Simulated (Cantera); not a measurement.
An adiabatic, constant-volume homogeneous reactor starts with CH4 : O2 : N2 = 1 : 3.28 : 12.3 (molar parts), equivalence ratio 0.61, at 1323 K and 3750 Torr. Integrator tolerance rtol = 1e-08.

Computed with Cantera and GRI-Mech 3.0 (53 species, 325 reactions).

```json
[
 {"quantity": "time of steepest temperature rise", "before": "1.68 ms", "after": "4.42 ms"},
 {"quantity": "temperature at 0.600 s", "before": "2685 K", "after": "2637 K"},
 {"quantity": "equilibrium temperature", "before": "2685 K", "after": "2637 K"},
 {"quantity": "x(CH4) at 0.600 s", "before": "<1e-12 (gas-phase equilibrium <1e-12)", "after": "<1e-12 (gas-phase equilibrium <1e-12)"},
 {"quantity": "x(O2) at 0.600 s", "before": "0.0679 (gas-phase equilibrium 0.0679)", "after": "0.000792 (gas-phase equilibrium 0.000792)"},
 {"quantity": "x(C2H2) at 0.600 s", "before": "<1e-12 (gas-phase equilibrium <1e-12)", "after": "<1e-12 (gas-phase equilibrium <1e-12)"},
 {"quantity": "x(CO2) at 0.600 s", "before": "0.0539 (gas-phase equilibrium 0.0539)", "after": "0.0358 (gas-phase equilibrium 0.0358)"},
 {"quantity": "x(N2O) at 0.600 s", "before": "2.92e-6 (gas-phase equilibrium 2.92e-6)", "after": "3.21e-7 (gas-phase equilibrium 3.21e-7)"},
 {"quantity": "x(CO) at 0.600 s", "before": "0.00594 (gas-phase equilibrium 0.00594)", "after": "0.0293 (gas-phase equilibrium 0.0293)"}
]
```

Q: What was changed between the two runs?
A. O2 3.28 to 1.7 parts
B. CH4 1 to 0.52 parts
C. pressure from 3750 Torr to 7500 Torr
D. pressure from 3750 Torr to 578 Torr

A: A, O2 3.28 to 1.7 parts
